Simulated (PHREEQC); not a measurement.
1 kg of water holding 12 mmol/kgw NaCl, 15 mmol/kgw KCl, 7.6 mmol/kgw Na2CO3, 4.1 mmol/kgw Na2B4O7 and 7.8 mmol/kgw Na2SO4 is evaporated at 20 °C; the solids stay in contact with the brine. CO2 from the air is kept out. The run lets Arcanite, Burkeite, Glaserite, Halite, Kalicinite, Mirabilite, Misenite, Nahcolite, Natron, Sylvite, Thenardite, Trona, Borax, Boric_acid,s, KB5O8:4H2O, K2B4O7:4H2O, NaBO2:4H2O, NaB5O8:5H2O, Teepleite precipitate or redissolve, and no other solid.

The series has 28 steps of water left (kg), from 1 to 0.004884.

Model: Pitzer model, pitzer.dat, run in PHREEQC.

Problem. Which solids form, in which order, and at which step of the series does each first stand?

Solution. Borax from water left = 0.03579 kg (pH 9.75); Glaserite from water left = 0.008966 kg (pH 10.04); Trona from water left = 0.005993 kg (pH 10.17); Halite from water left = 0.004884 kg (pH 10.46).
